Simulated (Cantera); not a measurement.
# Premixed flame

A freely propagating, adiabatic, planar premixed flame of 3.27 % C2H6, 16.1 % O2, 79.2 % N2, 1.41 % CO2, equivalence ratio 0.71, unburnt at 600 K and 28000 Pa; mixture-averaged transport, grid criteria slope 0.08 and curve 0.16, no radiation.

Model: GRI-Mech 3.0 (53 species, 325 reactions), integrated in Cantera. Burning velocities carry a grid error of a few per cent, more on coarse grids.

| z (mm) | T (K) | u (m/s) | x C2H6 | x O2 | x H2O2 | x H2O | x CO | x OH |
|---|---|---|---|---|---|---|---|---|
| -4.41 | 600 | 0.791 | 0.0327 | 0.161 | 1.14e-7 | 7.33e-5 | 8.03e-6 | <1e-8 |
| -2.94 | 604 | 0.796 | 0.0326 | 0.161 | 1.41e-6 | 0.000659 | 0.000101 | <1e-8 |
| -2.21 | 612 | 0.808 | 0.0325 | 0.160 | 4.78e-6 | 0.00195 | 0.000348 | <1e-8 |
| -1.47 | 656 | 0.870 | 0.0316 | 0.156 | 2.11e-5 | 0.00748 | 0.00173 | 3.48e-8 |
| -0.735 | 896 | 1.20 | 0.0233 | 0.135 | 6.29e-5 | 0.0309 | 0.0104 | 1.43e-5 |
| -0.368 | 1172 | 1.59 | 0.0113 | 0.109 | 4.45e-5 | 0.0541 | 0.0219 | 0.000131 |
| 0 | 1452 | 1.99 | 0.00107 | 0.0794 | 3.82e-6 | 0.0766 | 0.0339 | 0.00131 |
| 0.368 | 1553 | 2.13 | 5.50e-6 | 0.0630 | 2.82e-7 | 0.0856 | 0.0313 | 0.00320 |
| 0.735 | 1584 | 2.17 | <1e-8 | 0.0569 | 2.63e-7 | 0.0872 | 0.0242 | 0.00400 |
| 1.47 | 1625 | 2.21 | <1e-8 | 0.0525 | 2.27e-7 | 0.0870 | 0.0158 | 0.00453 |
| 2.94 | 1678 | 2.27 | <1e-8 | 0.0498 | 1.69e-7 | 0.0880 | 0.0101 | 0.00470 |
| 5.88 | 1737 | 2.35 | <1e-8 | 0.0482 | 1.11e-7 | 0.0906 | 0.00733 | 0.00439 |
| 11.8 | 1791 | 2.41 | <1e-8 | 0.0469 | 6.92e-8 | 0.0932 | 0.00482 | 0.00367 |
x: mole fraction of selected species; z is measured from the peak of heat release.

```
Quantity                     Result
------------------------  ---------
laminar burning velocity  79.0 cm/s
thermal thickness           1.47 mm
peak x(H2O2)                6.35e-5
peak x(CO)                   0.0346
peak x(OH)                  0.00470
grid points                     132
```
